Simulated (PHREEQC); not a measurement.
**Brine (model solution)**

Solution (20 °C): 2 mol LiBr and 1.4 mol NaCl per kg of water. Closed to the air; pH follows from the charge balance.

Equilibrium calculation in PHREEQC: Pitzer model, pitzer.dat.

The ionic strength is 3.40 mol/kgw, the activity of water is 0.854 and the density is 1.161 g/cm³. The osmotic coefficient is 1.290.

```
species  molality  activity   log γ
-------  --------  --------  ------
Br-          2.00      1.31  -0.184
Li+          2.00      5.30   0.423
Cl-          1.40     0.792  -0.247
Na+          1.40      2.07   0.169
OH-       9.29e-8   1.80e-8  -0.714
H+        9.29e-8   3.25e-7   0.545
```

This is a speciation only: nothing precipitates in the calculation. Complexes and solids missing from the database can't appear.
